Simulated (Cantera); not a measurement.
Thermodynamics of iron carbonyl, mercury and lead vapours, feed PbO + CO + N2

Input: 1 mol PbO, 4.4 mol CO, 0.94 mol N2, at 1.00 bar.

Cantera equilibrium calculation (NASA polynomials, part measured and part estimated; ideal gas, pure solids and liquids). Candidate condensed phases: C, Pb, PbO, PbO2, Pb3O4; 27 gas species. Gases not in the tables: (PbO)n polymers. Kinetics and transport are ignored.

| T (K) | log p CO2 | log p CO | log p N2 | log p Pb | log p Pb2 | log p PbO | log p NO | n C(graphite) | n Pb(l) |
|---|---|---|---|---|---|---|---|---|---|
| 773 | -0.16 | -1.27 | -0.60 | -7.64 | <-12 | <-12 | <-12 | 1.60 | 1.00 |
| 848 | -0.22 | -0.79 | -0.62 | -6.52 | <-12 | <-12 | <-12 | 1.38 | 1.000 |
| 923 | -0.37 | -0.44 | -0.68 | -5.60 | -11.64 | -11.93 | <-12 | 0.884 | 1.000 |
| 998 | -0.67 | -0.22 | -0.74 | -4.81 | -10.32 | -10.99 | <-12 | 0.125 | 1.000 |
| 1073 | -0.73 | -0.20 | -0.75 | -4.14 | -9.20 | -9.83 | <-12 | 0 | 1.000 |
| 1148 | -0.73 | -0.20 | -0.75 | -3.55 | -8.22 | -8.74 | <-12 | 0 | 0.999 |
| 1223 | -0.73 | -0.20 | -0.75 | -3.04 | -7.37 | -7.80 | -11.68 | 0 | 0.995 |
| 1298 | -0.73 | -0.20 | -0.76 | -2.59 | -6.62 | -6.97 | -10.76 | 0 | 0.986 |
| 1373 | -0.73 | -0.20 | -0.76 | -2.19 | -5.96 | -6.23 | -9.94 | 0 | 0.966 |
| 1448 | -0.73 | -0.20 | -0.76 | -1.84 | -5.36 | -5.56 | -9.21 | 0 | 0.921 |
| 1523 | -0.74 | -0.21 | -0.77 | -1.51 | -4.83 | -4.97 | -8.55 | 0 | 0.831 |
| 1598 | -0.75 | -0.22 | -0.78 | -1.23 | -4.35 | -4.43 | -7.96 | 0 | 0.661 |
| 1673 | -0.78 | -0.25 | -0.80 | -0.96 | -3.91 | -3.95 | -7.43 | 0 | 0.343 |
log p: log10 of the partial pressure in bar; n: condensed amount in mol.

From 773 K to 998 K the condensed part is C(graphite) + Pb(l). From 1073 K to 1673 K the condensed part is Pb(l).
